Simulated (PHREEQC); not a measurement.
Make-up at 45 °C: 0.0089 mol HF, 3.1e-05 mol NH4HF2 and 6.7e-05 mol (NH4)2SiF6 per kg of water. Closed to the air; pH follows from the charge balance.

Equilibrium calculation in PHREEQC: ion-association model, phreeqc.dat.

Precipitation was switched off in this run.

What pH, ionic strength does the model give?

pH 2.74; ionic strength 0.00213 mol/kgw.

In which forms is F present?

HF 75 %, F- 20 %, SiF6-2 4.3 %, HF2- 1.2 % of the F.

Complexes and solids missing from the database can't appear. At this temperature some constants are extrapolated from 25 °C, and those without enthalpy data are left unchanged. SiF6-2 is the database's only silicon fluoride.
